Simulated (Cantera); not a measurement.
## Si3N4 + H2O + H2 + HF (nitride etching)

A closed system holds: 1 mol Si3N4, a varied amount of H2O, 0.53 mol H2, 9.4 mol HF, held at 1198.15 K and 10.0 mbar.

Method: chemical equilibrium by Gibbs-energy minimisation in Cantera with the NASA 1993 tables (ideal gas, pure condensed phases). Candidate condensed phases: H2O, Si, SiO2, Si2N2O, Si3N4; 58 gas species. Mutual solubility and eutectic melting of coexisting phases are not modelled. The tables' values for SiF3 are old estimates; treat these amounts as uncertain. The tables hold silica as quartz up to 1696 K and as liquid above; real silica turns to tridymite and cristobalite and melts near 1996 K. Equilibrium is a limit: real reactors are often held back by kinetics, nucleation or transport.

```json
[
 {"n(H2O) (mol)": "0.13", "x H2": "0.572", "x SiF4": "0.249", "x N2": "0.173", "x HF": "0.00297", "x SiHF3": "0.00154", "x SiF3": "0.00130", "n Si2N2O(s)": "0.130", "n Si3N4(s)": "0.130", "n SiO2(β-quartz)": "0"},
 {"n(H2O) (mol)": "0.28", "x H2": "0.576", "x SiF4": "0.244", "x N2": "0.174", "x HF": "0.00297", "x SiHF3": "0.00152", "x SiF3": "0.00127", "n Si2N2O(s)": "0.280", "n Si3N4(s)": "0.0301", "n SiO2(β-quartz)": "0"},
 {"n(H2O) (mol)": "0.43", "x H2": "0.575", "x SiF4": "0.238", "x N2": "0.174", "x HF": "0.0126", "x SiHF3": "0.000350", "x SiF3": "0.000293", "n Si2N2O(s)": "0.309", "n Si3N4(s)": "0", "n SiO2(β-quartz)": "0.0602"},
 {"n(H2O) (mol)": "0.58", "x H2": "0.579", "x SiF4": "0.233", "x N2": "0.175", "x HF": "0.0126", "x SiHF3": "0.000345", "x SiF3": "0.000288", "n Si2N2O(s)": "0.260", "n Si3N4(s)": "0", "n SiO2(β-quartz)": "0.160"},
 {"n(H2O) (mol)": "0.73", "x H2": "0.582", "x SiF4": "0.228", "x N2": "0.177", "x HF": "0.0126", "x SiHF3": "0.000340", "x SiF3": "0.000284", "n Si2N2O(s)": "0.210", "n Si3N4(s)": "0", "n SiO2(β-quartz)": "0.260"},
 {"n(H2O) (mol)": "0.87", "x H2": "0.585", "x SiF4": "0.224", "x N2": "0.178", "x HF": "0.0125", "x SiHF3": "0.000336", "x SiF3": "0.000279", "n Si2N2O(s)": "0.164", "n Si3N4(s)": "0", "n SiO2(β-quartz)": "0.353"},
 {"n(H2O) (mol)": "1", "x H2": "0.587", "x SiF4": "0.220", "x N2": "0.179", "x HF": "0.0125", "x SiHF3": "0.000332", "x SiF3": "0.000275", "n Si2N2O(s)": "0.121", "n Si3N4(s)": "0", "n SiO2(β-quartz)": "0.439"},
 {"n(H2O) (mol)": "1.2", "x H2": "0.591", "x SiF4": "0.215", "x N2": "0.181", "x HF": "0.0125", "x SiHF3": "0.000327", "x SiF3": "0.000270", "n Si2N2O(s)": "0.0548", "n Si3N4(s)": "0", "n SiO2(β-quartz)": "0.572"},
 {"n(H2O) (mol)": "1.3", "x H2": "0.593", "x SiF4": "0.212", "x N2": "0.182", "x HF": "0.0125", "x SiHF3": "0.000324", "x SiF3": "0.000267", "n Si2N2O(s)": "0.0217", "n Si3N4(s)": "0", "n SiO2(β-quartz)": "0.639"},
 {"n(H2O) (mol)": "1.5", "x H2": "0.584", "x SiF4": "0.201", "x N2": "0.179", "x HF": "0.0356", "x SiHF3": "0.000106", "x SiF3": "8.84e-5", "n Si2N2O(s)": "0", "n Si3N4(s)": "0", "n SiO2(β-quartz)": "0.749"},
 {"n(H2O) (mol)": "1.6", "x H2": "0.576", "x SiF4": "0.194", "x N2": "0.177", "x HF": "0.0522", "x SiHF3": "6.91e-5", "x SiF3": "5.78e-5", "n Si2N2O(s)": "0", "n Si3N4(s)": "0", "n SiO2(β-quartz)": "0.797"},
 {"n(H2O) (mol)": "1.8", "x H2": "0.562", "x SiF4": "0.181", "x N2": "0.172", "x HF": "0.0837", "x SiHF3": "3.91e-5", "x SiF3": "3.32e-5", "n Si2N2O(s)": "0", "n Si3N4(s)": "0", "n SiO2(β-quartz)": "0.893"}
]
```
x: gas mole fraction; n: condensed amount in mol.

From 0.13 mol H2O to 0.28 mol H2O the condensed part is Si2N2O(s) + Si3N4(s). From 0.43 mol H2O to 1.3 mol H2O the condensed part is SiO2(β-quartz) + Si2N2O(s). From 1.5 mol H2O to 1.8 mol H2O the condensed part is SiO2(β-quartz). The main Si-bearing gas is SiF4 throughout.
